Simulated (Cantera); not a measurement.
An adiabatic, constant-volume homogeneous reactor starts with CO : H2 : CH4 : O2 : N2 = 1 : 0.68 : 0.79 : 3.27 : 12.3 (molar parts), at 1725 K and 0.400 bar. Integrator tolerance rtol = 1e-08.

Computed with Cantera and GRI-Mech 3.0 (53 species, 325 reactions).

Q: What does this change do: initial temperature 1725 to 1450 K?

A: 
| quantity | before | after |
|---|---|---|
| time of steepest temperature rise | 0.102 ms | 0.314 ms |
| temperature at 0.300 s | 2785 K | 2718 K |
| equilibrium temperature | 2785 K | 2718 K |
| x(CO) at 0.300 s | 0.0430 (gas-phase equilibrium 0.0430) | 0.0351 (gas-phase equilibrium 0.0351) |
| x(H2) at 0.300 s | 0.0107 (gas-phase equilibrium 0.0107) | 0.00833 (gas-phase equilibrium 0.00833) |
| x(CH4) at 0.300 s | <1e-12 (gas-phase equilibrium <1e-12) | <1e-12 (gas-phase equilibrium <1e-12) |
| x(HCN) at 0.300 s | 5.39e-10 (gas-phase equilibrium 5.39e-10) | 3.25e-10 (gas-phase equilibrium 3.25e-10) |
| x(CH2) at 0.300 s | <1e-12 (gas-phase equilibrium <1e-12) | <1e-12 (gas-phase equilibrium <1e-12) |
| x(O2) at 0.300 s | 0.0541 (gas-phase equilibrium 0.0541) | 0.0528 (gas-phase equilibrium 0.0528) |

Q: What does this change do: initial temperature 1725 to 1523 K?

A: 
```json
[
 {"quantity": "time of steepest temperature rise", "before": "0.102 ms", "after": "0.226 ms"},
 {"quantity": "temperature at 0.300 s", "before": "2785 K", "after": "2736 K"},
 {"quantity": "equilibrium temperature", "before": "2785 K", "after": "2736 K"},
 {"quantity": "x(CO) at 0.300 s", "before": "0.0430 (gas-phase equilibrium 0.0430)", "after": "0.0373 (gas-phase equilibrium 0.0373)"},
 {"quantity": "x(H2) at 0.300 s", "before": "0.0107 (gas-phase equilibrium 0.0107)", "after": "0.00896 (gas-phase equilibrium 0.00896)"},
 {"quantity": "x(CH4) at 0.300 s", "before": "<1e-12 (gas-phase equilibrium <1e-12)", "after": "<1e-12 (gas-phase equilibrium <1e-12)"},
 {"quantity": "x(HCN) at 0.300 s", "before": "5.39e-10 (gas-phase equilibrium 5.39e-10)", "after": "3.75e-10 (gas-phase equilibrium 3.75e-10)"},
 {"quantity": "x(CH2) at 0.300 s", "before": "<1e-12 (gas-phase equilibrium <1e-12)", "after": "<1e-12 (gas-phase equilibrium <1e-12)"},
 {"quantity": "x(O2) at 0.300 s", "before": "0.0541 (gas-phase equilibrium 0.0541)", "after": "0.0532 (gas-phase equilibrium 0.0532)"}
]
```
